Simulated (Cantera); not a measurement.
A closed system holds: 1 mol B₂O₃, 1.1 mol Cl₂, 4.4 mol N₂, held at 3.80e-5 bar.

Equilibrium computed with Cantera from the NASA thermochemical tables; the gas is ideal and each condensed phase is pure. Candidate condensed phases: B, BN, B₂O₃; 25 gas species. Kinetics and transport are ignored.

Question: Which condensed phases are stable at each of these points (T (K)): 775, 875, 975, 1075, 1175, 1275, 1375, 1475, 1575, 1675?

Answer: 
```json
[
 {"T (K)": "775", "condensed phases": "B₂O₃(l)", "B condensed (%)": "100.0"},
 {"T (K)": "875", "condensed phases": "B₂O₃(l)", "B condensed (%)": "100.0"},
 {"T (K)": "975", "condensed phases": "B₂O₃(l)", "B condensed (%)": "100.0"},
 {"T (K)": "1075", "condensed phases": "B₂O₃(l)", "B condensed (%)": "100.0"},
 {"T (K)": "1175", "condensed phases": "B₂O₃(l)", "B condensed (%)": "99.7"},
 {"T (K)": "1275", "condensed phases": "B₂O₃(l)", "B condensed (%)": "97.4"},
 {"T (K)": "1375", "condensed phases": "B₂O₃(l)", "B condensed (%)": "73.2"},
 {"T (K)": "1475", "condensed phases": "gas only", "B condensed (%)": "0.0"},
 {"T (K)": "1575", "condensed phases": "gas only", "B condensed (%)": "0.0"},
 {"T (K)": "1675", "condensed phases": "gas only", "B condensed (%)": "0.0"}
]
```

From 775 K to 1375 K the condensed part is B₂O₃(l). From 1475 K to 1675 K nothing is condensed.
